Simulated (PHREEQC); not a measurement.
# Metal-bearing waste water: an equilibrium model

Dissolve 0.033 mol/kgw MnSO4, 4.5e-05 mol/kgw CaCl2, 0.0025 mol/kgw NaHCO3 and 0.26 mol/kgw NaCl at 25 °C. Closed to the air; pH follows from the charge balance.

Model: ion-association model, phreeqc.dat, run in PHREEQC.

| Item | Value |
|---|---|
| pH | 7.00 |
| ionic strength | 0.347 mol/kgw |
| activity of water | 0.990 |
| specific conductance | 27200 µS/cm |
| density | 1.013 g/cm³ |
| total alkalinity | 2.50 meq/kg |

```csv
species,molality,activity,log γ
Na+,0.256,0.185,-0.139
Cl-,0.254,0.171,-0.171
SO4-2,0.0215,0.00509,-0.625
Mn+2,0.0211,0.00586,-0.556
NaSO4-,0.00664,0.00473,-0.147
MnCl+,0.00581,0.00409,-0.153
MnSO4,0.00490,0.00531,0.035
HCO3-,0.00132,0.000941,-0.147
MnHCO3+,0.000699,0.000492,-0.153
MnCl2,0.000282,0.000306,0.035
```

This is a speciation only: nothing precipitates in the calculation. Examples of supersaturated solids here: Rhodochrosite. Others may be too.
